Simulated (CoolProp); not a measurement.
Propylene along the isotherm 575 K: density (kg/m³) from the reference equation and from simpler models built on Tc = 364.2 K, pc = 4.555 MPa, ω = 0.146; each cubic takes its own stable root.

Values from CoolProp's reference Helmholtz-energy equation of state, Lemmon 2013.

```csv
p (MPa),phase,reference
0.036,gas,0.3170
0.0683,gas,0.6018
0.129,gas,1.138
0.245,gas,2.165
0.465,gas,4.123
0.882,gas,7.870
1.67,gas,15.08
3.17,gas,29.27
6.01,supercritical,57.70
11.4,supercritical,115.7
```

Q: How far does each simpler model (ideal gas, van der Waals, Redlich-Kwong, Soave-Redlich-Kwong, Peng-Robinson) lie from the reference over these 10 states: mean and median of the absolute difference, and the worst?

A: 
- ideal gas: mean 3.2 %, median 1.0 %, worst -13.3 % at 575 K and 11.4 MPa
- van der Waals: mean 1.6 %, median 0.3 %, worst +8.5 % at 575 K and 11.4 MPa
- Redlich-Kwong: mean 0.6 %, median 0.2 %, worst +2.4 % at 575 K and 11.4 MPa
- Soave-Redlich-Kwong: mean 0.7 %, median 0.2 %, worst -3.9 % at 575 K and 11.4 MPa
- Peng-Robinson: mean 0.3 %, median 0.2 %, worst +0.9 % at 575 K and 6.01 MPa
